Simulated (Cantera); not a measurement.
An adiabatic, constant-volume homogeneous reactor starts with 3.03 % CH4, 0.100 % CO, 12.2 % O2, 84.4 % N2, 0.279 % CO2, at 1350 K and 170000 Pa.

Computed with Cantera and GRI-Mech 3.0 (53 species, 325 reactions).

**Question.** Predict: time of steepest temperature rise; temperature at 5.00 s; equilibrium temperature; x(CO) at 5.00 s; x(O2) at 5.00 s; x(H2O2) at 5.00 s; x(O) at 5.00 s.

**Answer.** 
```
Quantity                                                               Value
---------------------------------  -----------------------------------------
time of steepest temperature rise                                    4.99 ms
temperature at 5.00 s                                                 2166 K
equilibrium temperature                                               2166 K
x(CO) at 5.00 s                    0.000406 (gas-phase equilibrium 0.000406)
x(O2) at 5.00 s                        0.0575 (gas-phase equilibrium 0.0575)
x(H2O2) at 5.00 s                    7.29e-8 (gas-phase equilibrium 7.29e-8)
x(O) at 5.00 s                     0.000317 (gas-phase equilibrium 0.000317)
```
